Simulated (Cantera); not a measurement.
Feed: 1 mol Al2O3, 18 mol Cl2, 9.9 mol H2, 0.046 mol H2O, equilibrated at 3.20 mbar.

Method: chemical equilibrium by Gibbs-energy minimisation in Cantera with the NASA 1993 tables (ideal gas, pure condensed phases). Candidate condensed phases: Al, AlCl3, Al2O3, H2O; 29 gas species. The tables' values for AlCl2 are old estimates; treat these amounts as uncertain. Condensed phases not in the tables: AlOCl. Rates play no part.

x: gas mole fraction; n: condensed amount in mol.

| T (K) | x HCl | x Cl | x Cl2 | x AlCl3 | x O2 | x H2O | n Al2O3(s) |
|---|---|---|---|---|---|---|---|
| 998 | 0.709 | 0.00357 | 0.286 | 4.11e-6 | ___ | 0.000730 | 1.000 |
| 1073 | 0.707 | 0.0101 | 0.282 | 2.71e-5 | ___ | 0.000506 | 1.000 |
| 1148 | 0.702 | 0.0247 | 0.272 | 0.000134 | ___ | 0.000372 | 0.998 |
| 1223 | 0.692 | 0.0532 | 0.253 | 0.000463 | ___ | 0.000310 | 0.993 |
| 1298 | 0.674 | 0.101 | 0.221 | 0.00113 | ___ | 0.000294 | 0.983 |
| 1373 | 0.650 | 0.170 | 0.175 | 0.00208 | ___ | 0.000307 | 0.968 |
| 1448 | 0.621 | 0.251 | 0.122 | 0.00300 | ___ | 0.000350 | 0.952 |
| 1523 | 0.594 | 0.326 | 0.0733 | 0.00350 | 0.00308 | 0.000438 | 0.941 |
| 1598 | 0.575 | 0.379 | 0.0390 | 0.00346 | 0.00293 | 0.000602 | 0.940 |
| 1673 | 0.563 | 0.411 | 0.0195 | 0.00311 | ___ | 0.000871 | 0.945 |
| 1748 | 0.556 | 0.428 | 0.00970 | 0.00272 | ___ | 0.00127 | 0.951 |
| 1823 | 0.552 | 0.437 | 0.00494 | 0.00243 | ___ | 0.00178 | 0.956 |
| 1898 | 0.549 | 0.442 | 0.00261 | 0.00227 | ___ | 0.00238 | 0.956 |

Task: Fill in the missing entries.

Result: 
- 998, x O2: 0.000459
- 1073, x O2: 0.000585
- 1148, x O2: 0.000725
- 1223, x O2: 0.000991
- 1298, x O2: 0.00148
- 1373, x O2: 0.00215
- 1448, x O2: 0.00278
- 1673, x O2: 0.00251
- 1748, x O2: 0.00198
- 1823, x O2: 0.00147
- 1898, x O2: 0.00103
